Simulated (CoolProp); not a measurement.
Vapour-liquid equilibrium of dimethyl ether (1) + isobutane (2) at 184.1 K; x and y are mole fractions of (1).

Computed with CoolProp (multi-fluid Helmholtz-energy mixture model, Wu 2011 and Bücker 2006; pair parameters Bell 2016).

```csv
x,"bubble pressure, mixture model (kPa)","bubble pressure, Raoult's law (kPa)","y, mixture model","y, Raoult's law"
0.05,1.253,1.110,0.188,0.086
0.125,1.469,1.173,0.355,0.203
0.2,1.629,1.236,0.455,0.309
0.275,1.747,1.299,0.524,0.404
0.35,1.834,1.362,0.574,0.490
0.425,1.898,1.425,0.614,0.569
0.5,1.946,1.488,0.648,0.641
0.575,1.981,1.551,0.680,0.707
0.65,2.007,1.614,0.712,0.768
0.725,2.022,1.677,0.748,0.825
0.8,2.025,1.740,0.791,0.877
0.875,2.009,1.803,0.847,0.926
0.95,1.963,1.866,0.926,0.971
```

The largest gap from Raoult's law is +34.7 % in bubble pressure, at x = 0.35. y crosses x between x = 0.725 and 0.8: the model has an azeotrope there.

The pair parameters rest on a limited set of measurements; away from them the model extrapolates.
